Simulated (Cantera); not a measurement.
Input: 1 mol S, 9.6 mol H2, 0.54 mol N2, at 54.0 Pa.

Equilibrium computed with Cantera from the NASA thermochemical tables; the gas is ideal and each condensed phase is pure. Candidate condensed phases: S; 15 gas species. Gases not in the tables: S3 to S7. The numbers say what is thermodynamically allowed, not how fast it happens.

Task: At 650 °C, list the 4 most abundant gas species with their mole fractions, and the condensed phases.

Result: H2 0.848, H2S 0.0981, N2 0.0532, S2 0.000222. Condensed: gas only.
